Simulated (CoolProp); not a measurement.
n-dodecane along the isotherm 620 K: density (kg/m³) from the reference equation and from simpler models built on Tc = 658.1 K, pc = 18.18 bar, ω = 0.574; each cubic takes its own stable root.

Values from CoolProp's reference Helmholtz-energy equation of state, Lemmon 2004. It is a short technical equation, of lower accuracy than the large ones.

```tsv
p (bar)	phase	reference
0.144	gas	0.4777
0.211	gas	0.7014
0.31	gas	1.033
0.454	gas	1.520
0.667	gas	2.246
0.979	gas	3.327
1.44	gas	4.962
2.11	gas	7.424
3.1	gas	11.27
4.54	gas	17.38
6.67	gas	27.94
9.79	gas	49.33
14.4	liquid	434.8
21.1	liquid	446.9
31	liquid	460.4
45.4	liquid	475.1
```

Question: How far does each simpler model (van der Waals, Redlich-Kwong, Peng-Robinson) lie from the reference over these 16 states: mean and median of the absolute difference, and the worst?

Answer: 
- van der Waals: mean 12.9 %, median 2.6 %, worst -47.8 % at 620 K and 14.4 bar
- Redlich-Kwong: mean 7.7 %, median 1.7 %, worst -30.2 % at 620 K and 14.4 bar
- Peng-Robinson: mean 3.1 %, median 0.6 %, worst -12.7 % at 620 K and 14.4 bar
